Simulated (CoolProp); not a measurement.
Vapour-liquid equilibrium of CHF3 (R23) (1) + R22 (2) at 255.8 K; x and y are mole fractions of (1).

Computed with CoolProp (multi-fluid Helmholtz-energy mixture model, Penoncello 2003 and Kamei 1995; pair parameters Bell 2016).

```
x     bubble pressure (MPa)  y at the bubble point  dew pressure at overall composition x (MPa)  liquid density (mol/L)
----  ---------------------  ---------------------  -------------------------------------------  ----------------------
0.05                 0.3422                  0.231                                       0.2841                   15.55
0.15                 0.4804                  0.489                                       0.3136                   15.69
0.25                 0.6131                  0.630                                       0.3498                   15.83
0.35                 0.7397                  0.721                                       0.3950                   15.95
0.45                 0.8606                  0.785                                       0.4532                   16.07
0.55                 0.9772                  0.835                                       0.5304                   16.17
0.65                  1.091                  0.876                                       0.6370                   16.26
0.75                  1.206                  0.913                                       0.7905                   16.33
0.85                  1.324                  0.947                                        1.017                   16.39
0.95                  1.448                  0.982                                        1.334                   16.43
```

No azeotrope shows between x = 0.05 and 0.95.

The pair parameters rest on a limited set of measurements; away from them the model extrapolates.
